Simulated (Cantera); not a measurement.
A Cantera script and what it prints.

```python
import numpy as np
import cantera as ct

gas_names = """
    CL CL2 N N2 Si SiCL SiCL2 SiCL3 SiCL4 SiN Si2 Si2N Si3
""".split()
cond_names = """
    Si(cr) Si(L) Si3N4(a)
""".split()


def load(file, names, dense=False):
    # The tables refer to 1 bar. Condensed volumes are neglected.
    table = {s.name: s for s in ct.Species.list_from_file(file)}
    out = []
    for n in names:
        d = dict(table[n].input_data)
        d["thermo"] = dict(d["thermo"], **{"reference-pressure": 1e5})
        if dense:
            d["equation-of-state"] = {"model": "constant-volume", "density": "1e6 g/cm^3"}
        out.append(ct.Species.from_dict(d))
    return out


gas = ct.Solution(thermo="ideal-gas", species=load("nasa_gas.yaml", gas_names))
cond = {s.name: ct.Solution(thermo="fixed-stoichiometry", species=[s], name=s.name)
        for s in load("nasa_condensed.yaml", cond_names, dense=True)}
atoms = {
    'Si2Cl6': {'Si': 2, 'CL': 6},
    'Cl2': {'CL': 2},
    'N2': {'N': 2},
}
top_T = {'Si3N4(a)': 2400}  # K; cautious upper limits of use, not melting points


def equilibrate(T, P, feed):
    n = {}
    for name, mol in feed.items():
        for a, k in atoms[name].items():
            n[a] = n.get(a, 0.0) + k * mol
    gas.TPX = T, P, n
    mass = sum(n.values()) * gas.mean_molecular_weight
    gas.equilibrate("TP")
    valid = [c for c in cond.values() if c.min_temp <= T <= top_T.get(c.name, c.max_temp)]
    mix = ct.Mixture([(gas, mass / gas.mean_molecular_weight)] + [(c, 0.0) for c in valid])
    mix.T, mix.P = T, P
    mix.equilibrate("TP", solver="vcs", rtol=1e-11, max_steps=5000)
    return mix


results = []
feed = {'Si2Cl6': 1, 'Cl2': 0.02, 'N2': 200}  # mol
P = 73000  # Pa
for T in [1023, 1073, 1123, 1173, 1223, 1273, 1323, 1373, 1423, 1473, 1523, 1573]:
    mix = equilibrate(T, P, feed)
    results.append((T, P, feed, dict(zip(mix.species_names, mix.species_moles))))
    x = sorted(zip(gas.X, gas.species_names), reverse=True)
    print(f"T = {T:g} K  P = {P:g} Pa  gas = {mix.phase_moles(0):.4g} mol")
    print("   x: " + "  ".join(f"{s} {v:.3e}" for v, s in x if v > 0.001))
    print("   condensed (mol): " + ("  ".join(f"{mix.phase(i).name} {mix.phase_moles(i):.4g}"
          for i in range(1, mix.n_phases) if mix.phase_moles(i) > 1e-12) or "none"))
```

Output:

```
T = 1023 K  P = 73000 Pa  gas = 201.2 mol
   x: N2 9.925e-01  SiCL4 7.502e-03
   condensed (mol): Si3N4(a) 0.1633
T = 1073 K  P = 73000 Pa  gas = 201.2 mol
   x: N2 9.925e-01  SiCL4 7.498e-03
   condensed (mol): Si3N4(a) 0.1632
T = 1123 K  P = 73000 Pa  gas = 201.2 mol
   x: N2 9.925e-01  SiCL4 7.487e-03
   condensed (mol): Si3N4(a) 0.1629
T = 1173 K  P = 73000 Pa  gas = 201.2 mol
   x: N2 9.925e-01  SiCL4 7.466e-03
   condensed (mol): Si3N4(a) 0.1624
T = 1223 K  P = 73000 Pa  gas = 201.2 mol
   x: N2 9.925e-01  SiCL4 7.425e-03
   condensed (mol): Si3N4(a) 0.1613
T = 1273 K  P = 73000 Pa  gas = 201.2 mol
   x: N2 9.924e-01  SiCL4 7.349e-03
   condensed (mol): Si3N4(a) 0.1592
T = 1323 K  P = 73000 Pa  gas = 201.2 mol
   x: N2 9.924e-01  SiCL4 7.214e-03
   condensed (mol): Si3N4(a) 0.155
T = 1373 K  P = 73000 Pa  gas = 201.3 mol
   x: N2 9.923e-01  SiCL4 6.983e-03
   condensed (mol): Si3N4(a) 0.1472
T = 1423 K  P = 73000 Pa  gas = 201.3 mol
   x: N2 9.920e-01  SiCL4 6.604e-03
   condensed (mol): Si3N4(a) 0.1329
T = 1473 K  P = 73000 Pa  gas = 201.5 mol
   x: N2 9.917e-01  SiCL4 6.015e-03  SiCL3 1.316e-03
   condensed (mol): Si3N4(a) 0.1083
T = 1523 K  P = 73000 Pa  gas = 201.7 mol
   x: N2 9.911e-01  SiCL4 5.166e-03  SiCL2 1.911e-03  SiCL3 1.818e-03
   condensed (mol): Si3N4(a) 0.06873
T = 1573 K  P = 73000 Pa  gas = 201.9 mol
   x: N2 9.902e-01  SiCL4 4.066e-03  SiCL2 3.383e-03  SiCL3 2.287e-03
   condensed (mol): Si3N4(a) 0.0113
```

Method: chemical equilibrium by Gibbs-energy minimisation in Cantera with the NASA 1993 tables (ideal gas, pure condensed phases). The feed counts by its element totals alone. N2 is the only nitrogen source here; it is nearly inert below about 1500 K, so the nitride shown seldom forms there in practice. The tables' values for SiCl3 are old estimates; treat these amounts as uncertain.
